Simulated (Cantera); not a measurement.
Charge: 1 mol Si3H8, 0.063 mol Cl2, 25 mol H2, at 1298 K and 0.133 bar.

Equilibrium computed with Cantera from the NASA thermochemical tables; the gas is ideal and each condensed phase is pure. Candidate condensed phases: Si; 19 gas species. The feed counts by its element totals alone. Equilibrium is a limit: real reactors are often held back by kinetics, nucleation or transport.

Base state: H2 0.996, HCl 0.00423, SiCl2 4.78e-5 (mole fractions); condensed: Si(s).

**Question.** What changes in the equilibrium state with this change: Cl2 from 0.063 to 0.13 mol?

**Answer.** 
```
species      before     after
----------  -------  --------
H2            0.996     0.991
HCl         0.00423   0.00848
SiCl2       4.78e-5  0.000193
Si(s), mol     3.00      2.99
```

**Question.** What changes in the equilibrium state with this change: Cl2 from 0.063 to 0.21 mol?

**Answer.** 
| species | before | after |
|---|---|---|
| H2 | 0.996 | 0.986 |
| HCl | 0.00423 | 0.0132 |
| SiCl2 | 4.78e-5 | 0.000471 |
| SiCl3 | 8.36e-7 | 2.58e-5 |
| SiHCl3 | 9.28e-7 | 2.85e-5 |
| SiH2Cl2 | 1.39e-6 | 1.35e-5 |
| Si(s), mol | 3.00 | 2.98 |
The tables' values for SiCl3 are old estimates; treat these amounts as uncertain.
